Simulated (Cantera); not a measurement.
Input: 1 mol toluene, 0.69 mol H2, 6.6 mol N2, at 1298.15 K and 44.0 Pa.

Method: chemical equilibrium by Gibbs-energy minimisation in Cantera with the NASA 1993 tables (ideal gas, pure condensed phases). Candidate condensed phases: C, C6H6, C7H8, C8H18; 92 gas species. The numbers say what is thermodynamically allowed, not how fast it happens.

**Question.** What is the equilibrium state?

**Answer.** 
```
Quantity            Value
--------------  ---------
x(N2)               0.585
x(H2)               0.415
x(HCN)           0.000100
x(H)              3.30e-5
n(C(graphite))   7.00 mol
gas amount      11.29 mol
```
